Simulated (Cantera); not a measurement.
Equilibrium for carbon deposition, reforming and gasification: C6H6 + NH3

Charge: 1 mol C6H6, 0.15 mol NH3, equilibrated at 750 Torr.

Equilibrium computed with Cantera from the NASA thermochemical tables; the gas is ideal and each condensed phase is pure. Candidate condensed phases: C, C6H6, C7H8, C8H18; 92 gas species. Equilibrium is a limit: real reactors are often held back by kinetics, nucleation or transport.

From 1402 °C to 1802 °C the condensed part is C(graphite). The main C-bearing gas is CH4 at 1402 °C and HCN at 1802 °C.

| T (°C) | x H2 | x N2 | x HCN | x H | x C2H2 (acetylene) | x CH4 | n C(graphite) |
|---|---|---|---|---|---|---|---|
| 1402 | 0.976 | 0.0225 | 0.000472 | 0.000115 | 5.67e-5 | 0.00115 | 5.99 |
| 1452 | 0.976 | 0.0224 | 0.000620 | 0.000183 | 8.99e-5 | 0.000951 | 5.99 |
| 1502 | 0.976 | 0.0223 | 0.000801 | 0.000286 | 0.000139 | 0.000797 | 5.99 |
| 1552 | 0.975 | 0.0222 | 0.00102 | 0.000435 | 0.000209 | 0.000674 | 5.99 |
| 1602 | 0.975 | 0.0221 | 0.00128 | 0.000647 | 0.000309 | 0.000576 | 5.99 |
| 1652 | 0.975 | 0.0219 | 0.00158 | 0.000944 | 0.000446 | 0.000496 | 5.99 |
| 1702 | 0.974 | 0.0217 | 0.00194 | 0.00135 | 0.000632 | 0.000431 | 5.99 |
| 1752 | 0.973 | 0.0215 | 0.00235 | 0.00190 | 0.000880 | 0.000376 | 5.98 |
| 1802 | 0.972 | 0.0212 | 0.00281 | 0.00263 | 0.00121 | 0.000331 | 5.98 |
x: gas mole fraction; n: condensed amount in mol.
